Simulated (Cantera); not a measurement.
# Reactions in the system H-O-Sr

Source: NASA polynomial tables (part measured, part estimated), evaluated in Cantera. Values are per mole of reaction as written; species without (g) are pure solids or liquids, kept so even where they would boil at 1 bar.

2 H(g) + SrO = H2O(g) + Sr

```
T (K)  ΔH° (kJ)  ΔS° (J/K)  ΔG° (kJ)  log10 K  condensed phases
-----  --------  ---------  --------  -------  ----------------
300       -85.8      -41.3     -73.4    12.79     SrO(s), Sr(s)
923      -102.1      -71.2     -36.4     2.06     SrO(s), Sr(s)
973      -103.4      -72.6     -32.8     1.76     SrO(s), Sr(s)
1023     -104.7      -73.9     -29.1     1.49     SrO(s), Sr(s)
1073      -97.8      -67.2     -25.6     1.25     SrO(s), Sr(l)
1123      -98.7      -68.1     -22.2     1.03     SrO(s), Sr(l)
1173      -99.6      -68.9     -18.8     0.84     SrO(s), Sr(l)
1223     -100.5      -69.7     -15.3     0.66     SrO(s), Sr(l)
1273     -101.4      -70.4     -11.8     0.49     SrO(s), Sr(l)
1323     -102.3      -71.1      -8.3     0.33     SrO(s), Sr(l)
```
